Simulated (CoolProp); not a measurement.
CH3F (R41) along the isobar 222 bar: Z from the reference equation and from simpler models built on Tc = 317.3 K, pc = 59.06 bar, ω = 0.200; each cubic takes its own stable root.

The numbers come from the reference Helmholtz-energy equation of state, Lemmon 2006 in CoolProp. It is a short technical equation, of lower accuracy than the large ones.

```
T (K)          phase  reference
-----  -------------  ---------
270.3         liquid     0.4429
280.7         liquid     0.4400
291.1         liquid     0.4388
301.5         liquid     0.4393
311.8         liquid     0.4416
322.2  supercritical     0.4461
332.6  supercritical     0.4529
343    supercritical     0.4624
```

Q: How far does each simpler model (van der Waals, Redlich-Kwong, Soave-Redlich-Kwong, Peng-Robinson) lie from the reference over these 8 states: mean and median of the absolute difference, and the worst?

A: 
- van der Waals: mean 62.7 %, median 63.6 %, worst +71.8 % at 270.3 K and 222 bar
- Redlich-Kwong: mean 26.9 %, median 27.2 %, worst +27.5 % at 270.3 K and 222 bar
- Soave-Redlich-Kwong: mean 26.6 %, median 26.5 %, worst +28.0 % at 343 K and 222 bar
- Peng-Robinson: mean 13.5 %, median 13.3 %, worst +16.0 % at 343 K and 222 bar
